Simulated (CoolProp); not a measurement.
Model: reference Helmholtz-energy equation of state, Lemmon 2006, in CoolProp. It is a short technical equation, of lower accuracy than the large ones.

Task: Give the vapour pressure (bar), liquid density (kg/m³), vapour Z, surface tension (mN/m) of saturated hydrogen sulfide at 234.3, 237.4, 243.6 K.

Result: 
| T (K) | p (bar) | liquid density (kg/m³) | vapour Z | surface tension (mN/m) |
|---|---|---|---|---|
| 234.3 | 2.69 | 911 | 0.954 | 23.8 |
| 237.4 | 3.05 | 905 | 0.950 | 23.2 |
| 243.6 | 3.87 | 893 | 0.941 | 21.9 |

Surface tension comes from a separate correlation (Mulero 2012).
